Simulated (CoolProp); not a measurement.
Hydrogen sulfide at several states: fugacity coefficient from the reference equation and from simpler models built on Tc = 373.1 K, pc = 8.999 MPa, ω = 0.101; each cubic takes its own stable root.

Computed with CoolProp (reference Helmholtz-energy equation of state, Lemmon 2006). It is a short technical equation, of lower accuracy than the large ones.

| T (K) | p (MPa) | phase | reference |
|---|---|---|---|
| 356.1 | 0.106 | gas | 0.9955 |
| 227.6 | 5.81 | liquid | 0.03751 |
| 521.9 | 2.3 | gas | 0.9730 |
| 480.4 | 0.204 | gas | 0.9967 |

### Question
How far does each simpler model (van der Waals, Redlich-Kwong, Soave-Redlich-Kwong, Peng-Robinson) lie from the reference over these 4 states: mean and median of the absolute difference, and the worst?

### Answer
- van der Waals: mean 79.1 %, median 0.3 %, worst +315.9 % at 227.6 K and 5.81 MPa
- Redlich-Kwong: mean 2.3 %, median 0.2 %, worst +8.8 % at 227.6 K and 5.81 MPa
- Soave-Redlich-Kwong: mean 0.0 %, median 0.0 %, worst +0.1 % at 227.6 K and 5.81 MPa
- Peng-Robinson: mean 0.4 %, median 0.3 %, worst -0.7 % at 521.9 K and 2.3 MPa
